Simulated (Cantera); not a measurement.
# Stirred combustor or abatement burner

A perfectly stirred reactor is fed with 12.8 % CH₄, 18.3 % O₂, 68.8 % N₂, at 0.210 bar; it is adiabatic with a 400 K inlet, and is followed from long to short residence time, starting on the burning branch (τ in s: 0.053, 0.016, 0.0046, 0.0014, 0.00041, 0.00012, 3.6e-05, 1.1e-05, 3.1e-06).

Computed with Cantera and GRI-Mech 3.0 (53 species, 325 reactions).

```tsv
τ (s)	T (K)	x CH₄	x O₂	x H₂O₂	x CO₂	x CO
0.053	1999	4.43e-5	0.000348	7.47e-9	0.0454	0.0734
0.016	1984	0.000108	0.000742	1.08e-8	0.0452	0.0734
0.0046	1964	0.000328	0.00186	1.66e-8	0.0439	0.0740
0.0014	1921	0.00108	0.00541	3.97e-8	0.0399	0.0762
0.00041	400	0.128	0.183	<1e-12	<1e-12	<1e-12
0.00012	400	0.128	0.183	<1e-12	<1e-12	<1e-12
3.6e-5	400	0.128	0.183	<1e-12	<1e-12	<1e-12
1.1e-5	400	0.128	0.183	<1e-12	<1e-12	<1e-12
3.1e-6	400	0.128	0.183	<1e-12	<1e-12	<1e-12
```
x: mole fraction; the columns are a selection and need not sum to one.
